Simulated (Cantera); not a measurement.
Feed: 1 mol Si₃N₄, 0.022 mol O₂, 35 mol H₂, held at 33.0 mbar.

Equilibrium computed with Cantera from the NASA thermochemical tables; the gas is ideal and each condensed phase is pure. Candidate condensed phases: H₂O, Si, SiO₂, Si₂N₂O, Si₃N₄; 35 gas species. Mutual solubility and eutectic melting of coexisting phases are not modelled. Gases not in the tables: Si₂H₆ and higher silanes. The numbers say what is thermodynamically allowed, not how fast it happens.

### Question
Which condensed phases are stable at each of these points (T (°C)): 1027, 1077, 1127, 1177, 1227, 1277, 1327, 1377, 1427, 1477, 1527, 1577?

### Answer
```tsv
T (°C)	condensed phases	Si condensed (%)
1027	Si₂N₂O(s) + Si₃N₄(s)	100.0
1077	Si₂N₂O(s) + Si₃N₄(s)	100.0
1127	Si₂N₂O(s) + Si₃N₄(s)	100.0
1177	Si(s) + Si₂N₂O(s) + Si₃N₄(s)	100.0
1227	Si(s) + Si₂N₂O(s) + Si₃N₄(s)	100.0
1277	Si(s) + Si₂N₂O(s) + Si₃N₄(s)	99.9
1327	Si(s) + Si₂N₂O(s) + Si₃N₄(s)	99.7
1377	Si(s) + Si₂N₂O(s) + Si₃N₄(s)	99.1
1427	Si(l) + Si₃N₄(s)	98.5
1477	Si(l)	98.4
1527	Si(l)	98.3
1577	Si(l)	98.2
```

From 1027 °C to 1127 °C the condensed part is Si₂N₂O(s) + Si₃N₄(s). From 1177 °C to 1377 °C the condensed part is Si(s) + Si₂N₂O(s) + Si₃N₄(s). At 1427 °C the condensed part is Si(l) + Si₃N₄(s). From 1477 °C to 1577 °C the condensed part is Si(l).
